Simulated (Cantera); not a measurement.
**Si + CO₂ + N₂ + O₂ (thermal oxidation and active oxidation of silicon)**

Input: 1 mol Si, 0.018 mol CO₂, 180 mol N₂, 0.012 mol O₂, equilibrated at 1500 °C.

Method: chemical equilibrium by Gibbs-energy minimisation in Cantera with the NASA 1993 tables (ideal gas, pure condensed phases). Candidate condensed phases: C, Si, SiC, SiO₂, Si₂N₂O, Si₃N₄; 34 gas species. Mutual solubility and eutectic melting of coexisting phases are not modelled. The tables' values for SiN are old estimates; treat these amounts as uncertain. The numbers say what is thermodynamically allowed, not how fast it happens.

From 1.00e-6 bar to 0.000100 bar nothing is condensed. At 0.00100 bar the condensed part is Si(l) + SiC(s). At 0.0100 bar the condensed part is SiC(s) + Si₃N₄(s). At 0.100 bar the condensed part is Si₃N₄(s). From 1.00 bar to 10.0 bar the condensed part is Si₂N₂O(s) + Si₃N₄(s). The main Si-bearing gas is Si at 1.00e-6 bar and SiO at 10.0 bar.

```csv
P (Pa),x N₂,x Si,x SiO,x CO,x Si₂N,x SiN,x Si₂C,n Si(l),n SiC(s),n Si₃N₄(s),n Si₂N₂O(s)
0.100,0.994,0.00529,0.000232,9.94e-5,1.04e-8,2.53e-6,1.45e-9,0,0,0,0
1,0.994,0.00528,0.000232,9.93e-5,3.28e-7,7.99e-6,1.44e-7,0,0,0,0
10,0.994,0.00520,0.000244,8.78e-5,1.00e-5,2.49e-5,1.16e-5,0,0,0,0
100,0.997,0.00213,0.000306,2.69e-5,5.36e-5,3.24e-5,1.96e-5,0.512,0.00960,0,0
1000,1.000,0.000146,0.000281,5.30e-5,7.92e-6,7.00e-6,1.34e-6,0,0.00824,0.303,0
10000,1.000,3.14e-6,0.000234,0.000100,1.16e-7,4.77e-7,3.04e-9,0,0,0.319,0
100000,1.000,6.77e-8,3.80e-5,0.000100,1.71e-9,3.25e-8,1.88e-11,0,0,0.308,0.0352
1000000,1.000,1.46e-9,1.76e-6,0.000100,2.50e-11,2.21e-9,<1e-12,0,0,0.305,0.0417
```
x: gas mole fraction; n: condensed amount in mol.
